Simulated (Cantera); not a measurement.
**Thermodynamics of silicon carbide growth, feed SiCl₄ + H₂ + C₂H₂**

Feed: 1 mol SiCl₄, 860 mol H₂, 0.27 mol C₂H₂, at 1227 °C and 750 Torr.

These are equilibrium values from Cantera (NASA tables, ideal gas, pure condensed phases), not measurements of a reactor. Candidate condensed phases: C, C₆H₆, C₇H₈, C₈H₁₈, Si, SiC; 109 gas species. Mutual solubility and eutectic melting of coexisting phases are not modelled. The numbers say what is thermodynamically allowed, not how fast it happens.

| Property | Value |
|---|---|
| x(H₂) | 0.995 |
| x(HCl) | 0.00450 |
| x(SiCl₂) | 6.53e-5 |
| x(CH₄) | 1.86e-5 |
| x(H) | 1.76e-5 |
| x(SiH₃Cl) | 2.34e-6 |
| x(SiH₂Cl₂) | 2.18e-6 |
| x(SiH₂) | 1.49e-6 |
| x(SiH₄) | 1.02e-6 |
| n(Si(s)) | 0.412 mol |
| n(SiC(s)) | 0.524 mol |
| gas amount | 862.3 mol |
| log10 activity of C(graphite) (absent) | -2.14 |
